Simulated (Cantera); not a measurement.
A freely propagating, adiabatic, planar premixed flame of 46.9 % H2, 11.2 % O2, 42.0 % N2, equivalence ratio 2.1, unburnt at 525 K and 3.40 bar; mixture-averaged transport, grid criteria slope 0.08 and curve 0.16, no radiation.

Detailed kinetics in Cantera: the H2/O2 subset of GRI-Mech 3.0, which has no nitrogen chemistry. The hydrogen kinetics of GRI-Mech 3.0 are dated; newer H2 mechanisms differ, most at raised pressure. Burning velocities carry a grid error of a few per cent, more on coarse grids.

x: mole fraction of selected species; z is measured from the peak of heat release.

```json
[
 {"z (mm)": "-0.265", "T (K)": "525", "u (m/s)": "7.26", "x H2": "0.469", "x O2": "0.112", "x O": "<1e-8", "x HO2": "<1e-8", "x H2O": "<1e-8", "x OH": "<1e-8"},
 {"z (mm)": "-0.177", "T (K)": "525", "u (m/s)": "7.26", "x H2": "0.469", "x O2": "0.112", "x O": "<1e-8", "x HO2": "<1e-8", "x H2O": "<1e-8", "x OH": "<1e-8"},
 {"z (mm)": "-0.132", "T (K)": "525", "u (m/s)": "7.26", "x H2": "0.469", "x O2": "0.112", "x O": "<1e-8", "x HO2": "1.37e-8", "x H2O": "3.88e-8", "x OH": "<1e-8"},
 {"z (mm)": "-0.0883", "T (K)": "526", "u (m/s)": "7.26", "x H2": "0.469", "x O2": "0.112", "x O": "2.20e-8", "x HO2": "1.24e-6", "x H2O": "2.46e-6", "x OH": "<1e-8"},
 {"z (mm)": "-0.0441", "T (K)": "577", "u (m/s)": "7.88", "x H2": "0.460", "x O2": "0.112", "x O": "1.33e-5", "x HO2": "0.000527", "x H2O": "0.00192", "x OH": "8.67e-5"},
 {"z (mm)": "-0.0221", "T (K)": "875", "u (m/s)": "11.6", "x H2": "0.422", "x O2": "0.104", "x O": "0.000289", "x HO2": "0.000472", "x H2O": "0.0286", "x OH": "0.000870"},
 {"z (mm)": "0", "T (K)": "1279", "u (m/s)": "16.5", "x H2": "0.349", "x O2": "0.0727", "x O": "0.00178", "x HO2": "0.000207", "x H2O": "0.0979", "x OH": "0.00182"},
 {"z (mm)": "0.0221", "T (K)": "1560", "u (m/s)": "19.9", "x H2": "0.280", "x O2": "0.0309", "x O": "0.00240", "x HO2": "8.14e-5", "x H2O": "0.178", "x OH": "0.00325"},
 {"z (mm)": "0.0441", "T (K)": "1701", "u (m/s)": "21.6", "x H2": "0.250", "x O2": "?", "x O": "?", "x HO2": "?", "x H2O": "0.220", "x OH": "0.00369"},
 {"z (mm)": "0.0883", "T (K)": "1822", "u (m/s)": "23.0", "x H2": "0.243", "x O2": "0.00115", "x O": "0.000730", "x HO2": "2.86e-6", "x H2O": "0.238", "x OH": "0.00379"},
 {"z (mm)": "0.177", "T (K)": "1927", "u (m/s)": "24.2", "x H2": "0.250", "x O2": "?", "x O": "?", "x HO2": "?", "x H2O": "0.242", "x OH": "0.00352"},
 {"z (mm)": "0.353", "T (K)": "2022", "u (m/s)": "25.2", "x H2": "0.258", "x O2": "0.000100", "x O": "0.000237", "x HO2": "3.26e-7", "x H2O": "0.244", "x OH": "0.00287"},
 {"z (mm)": "0.706", "T (K)": "2096", "u (m/s)": "26.0", "x H2": "0.264", "x O2": "4.42e-5", "x O": "0.000105", "x HO2": "1.56e-7", "x H2O": "0.247", "x OH": "0.00207"}
]
```

Q: Fill in the missing entries.

A: 
- 0.0441, x O2: 0.00966
- 0.0441, x O: 0.00150
- 0.0441, x HO2: 2.46e-5
- 0.177, x O2: 0.000215
- 0.177, x O: 0.000445
- 0.177, x HO2: 6.30e-7
